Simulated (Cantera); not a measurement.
What does this Cantera script print?

```python
import numpy as np
import cantera as ct

gas_names = [...]  # 113 gases of nasa_gas.yaml made of C, H, O, Ti
cond_names = """
    C(gr) C6H6(L) C7H8(L) C8H18(L),n-octa H2O(s) H2O(L) Ti(a) Ti(b) Ti(L) TiC(s) TiC(L) TiO(a) TiO(b)
    TiO(L) TiO2(ru) TiO2(L) Ti2O3(a) Ti2O3(b) Ti2O3(L) Ti3O5(a) Ti3O5(b) Ti3O5(L) Ti4O7(s) Ti4O7(L)
""".split()


# ... load() reads the species with a 1 bar reference pressure and builds the phases ...
atoms = {
    'Ti(OiPr)4': {'Ti': 1, 'C': 12, 'H': 28, 'O': 4},
    'H2O': {'H': 2, 'O': 1},
}
top_T = {'C(gr)': 4500}  # K; cautious upper limits of use, not melting points


# ... equilibrate(T, P, feed) seeds the gas with the atoms and calls Mixture.equilibrate('TP', solver="vcs", rtol=1e-11, max_steps=5000) ...
results = []
P = 1000  # Pa
for T in [1523, 1573, 1623, 1673, 1723, 1773, 1823, 1873, 1923, 1973, 2023, 2073, 2123, 2173]:
    for m in [1.6, 2.2, 3, 4.2, 5.7, 7.9, 11, 15, 21]:
        feed = {'Ti(OiPr)4': 1, 'H2O': m}  # mol
        mix = equilibrate(T, P, feed)
        results.append((T, P, feed, dict(zip(mix.species_names, mix.species_moles))))

for T, P, feed, n in results:
    print(f"{T:7g} {feed['H2O']:10.4g}  " + (" + ".join(c for c in cond_names if n.get(c, 0) > 1e-12) or "gas only"))
```

It prints:

```
   1523        1.6  C(gr) + TiC(s)
   1523        2.2  C(gr) + TiC(s)
   1523          3  C(gr) + TiC(s)
   1523        4.2  C(gr) + TiC(s)
   1523        5.7  C(gr) + TiC(s)
   1523        7.9  TiC(s) + Ti2O3(b)
   1523         11  TiO2(ru)
   1523         15  TiO2(ru)
   1523         21  TiO2(ru)
   1573        1.6  C(gr) + TiC(s)
   1573        2.2  C(gr) + TiC(s)
   1573          3  C(gr) + TiC(s)
   1573        4.2  C(gr) + TiC(s)
   1573        5.7  C(gr) + TiC(s)
   1573        7.9  TiC(s) + Ti2O3(b)
   1573         11  TiO2(ru)
   1573         15  TiO2(ru)
   1573         21  TiO2(ru)
   1623        1.6  C(gr) + TiC(s)
   1623        2.2  C(gr) + TiC(s)
   1623          3  C(gr) + TiC(s)
   1623        4.2  C(gr) + TiC(s)
   1623        5.7  C(gr) + TiC(s)
   1623        7.9  TiC(s) + Ti2O3(b)
   1623         11  TiO2(ru) + Ti4O7(s)
   1623         15  TiO2(ru)
   1623         21  TiO2(ru)
   1673        1.6  C(gr) + TiC(s)
   1673        2.2  C(gr) + TiC(s)
   1673          3  C(gr) + TiC(s)
   1673        4.2  C(gr) + TiC(s)
   1673        5.7  C(gr) + TiC(s)
   1673        7.9  TiC(s) + Ti2O3(b)
   1673         11  Ti4O7(s)
   1673         15  TiO2(ru)
   1673         21  TiO2(ru)
   1723        1.6  C(gr) + TiC(s)
   1723        2.2  C(gr) + TiC(s)
   1723          3  C(gr) + TiC(s)
   1723        4.2  C(gr) + TiC(s)
   1723        5.7  C(gr) + TiC(s)
   1723        7.9  TiC(s) + Ti2O3(b)
   1723         11  Ti4O7(s)
   1723         15  TiO2(ru)
   1723         21  TiO2(ru)
   1773        1.6  C(gr) + TiC(s)
   1773        2.2  C(gr) + TiC(s)
   1773          3  C(gr) + TiC(s)
   1773        4.2  C(gr) + TiC(s)
   1773        5.7  C(gr) + TiC(s)
   1773        7.9  TiC(s) + Ti2O3(b)
   1773         11  Ti4O7(s)
   1773         15  TiO2(ru)
   1773         21  TiO2(ru)
   1823        1.6  C(gr) + TiC(s)
   1823        2.2  C(gr) + TiC(s)
   1823          3  C(gr) + TiC(s)
   1823        4.2  C(gr) + TiC(s)
   1823        5.7  C(gr) + TiC(s)
   1823        7.9  TiC(s) + TiO(b)
   1823         11  Ti4O7(s)
   1823         15  TiO2(ru)
   1823         21  TiO2(ru)
   1873        1.6  C(gr) + TiC(s)
   1873        2.2  C(gr) + TiC(s)
   1873          3  C(gr) + TiC(s)
   1873        4.2  C(gr) + TiC(s)
   1873        5.7  C(gr) + TiC(s)
   1873        7.9  TiC(s) + TiO(b)
   1873         11  Ti3O5(b)
   1873         15  TiO2(ru)
   1873         21  TiO2(ru)
   1923        1.6  C(gr) + TiC(s)
   1923        2.2  C(gr) + TiC(s)
   1923          3  C(gr) + TiC(s)
   1923        4.2  C(gr) + TiC(s)
   1923        5.7  C(gr) + TiC(s)
   1923        7.9  TiC(s) + TiO(b)
   1923         11  Ti3O5(b)
   1923         15  TiO2(ru) + Ti4O7(s)
   1923         21  TiO2(ru)
   1973        1.6  C(gr) + TiC(s)
   1973        2.2  C(gr) + TiC(s)
   1973          3  C(gr) + TiC(s)
   1973        4.2  C(gr) + TiC(s)
   1973        5.7  C(gr) + TiC(s)
   1973        7.9  TiC(s) + TiO(b)
   1973         11  Ti3O5(b)
   1973         15  Ti4O7(L)
   1973         21  TiO2(ru)
   2023        1.6  C(gr) + TiC(s)
   2023        2.2  C(gr) + TiC(s)
   2023          3  C(gr) + TiC(s)
   2023        4.2  C(gr) + TiC(s)
   2023        5.7  C(gr) + TiC(s)
   2023        7.9  TiC(s) + TiO(L)
   2023         11  Ti4O7(L)
   2023         15  Ti4O7(L)
   2023         21  Ti4O7(L)
   2073        1.6  C(gr) + TiC(s)
   2073        2.2  C(gr) + TiC(s)
   2073          3  C(gr) + TiC(s)
   2073        4.2  C(gr) + TiC(s)
   2073        5.7  C(gr) + TiC(s)
   2073        7.9  TiC(s) + TiO(L)
   2073         11  Ti4O7(L)
   2073         15  Ti4O7(L)
   2073         21  Ti4O7(L)
   2123        1.6  C(gr) + TiC(s)
   2123        2.2  C(gr) + TiC(s)
   2123          3  C(gr) + TiC(s)
   2123        4.2  C(gr) + TiC(s)
   2123        5.7  C(gr) + TiC(s)
   2123        7.9  TiC(s) + TiO(L)
   2123         11  Ti4O7(L)
   2123         15  Ti4O7(L)
   2123         21  Ti4O7(L)
   2173        1.6  C(gr) + TiC(s)
   2173        2.2  C(gr) + TiC(s)
   2173          3  C(gr) + TiC(s)
   2173        4.2  C(gr) + TiC(s)
   2173        5.7  C(gr) + TiC(s)
   2173        7.9  TiC(s) + TiO(L)
   2173         11  Ti4O7(L)
   2173         15  Ti4O7(L)
   2173         21  Ti4O7(L)
```

Method: chemical equilibrium by Gibbs-energy minimisation in Cantera with the NASA 1993 tables (ideal gas, pure condensed phases). The feed counts by its element totals alone. Mutual solubility and eutectic melting of coexisting phases are not modelled. TiC, TiO: taken at fixed stoichiometry. Condensed phases not in the tables: Magnéli phases beyond Ti4O7, solid solutions among these carbides, nitrides and lower oxides.
